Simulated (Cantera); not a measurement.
Charge: 1 mol HI, 2 mol H2O, held at 3048.15 K.

These are equilibrium values from Cantera (NASA tables, ideal gas, pure condensed phases), not measurements of a reactor. Candidate condensed phases: H2O, I2; 12 gas species. The numbers say what is thermodynamically allowed, not how fast it happens.

**Question.** At 10.0 Pa, list the 6 most abundant gas species with their mole fractions, and the condensed phases.

**Answer.** H 0.623, O 0.249, I 0.125, H2 0.00116, OH 0.000764, O2 0.000350. Condensed: gas only.
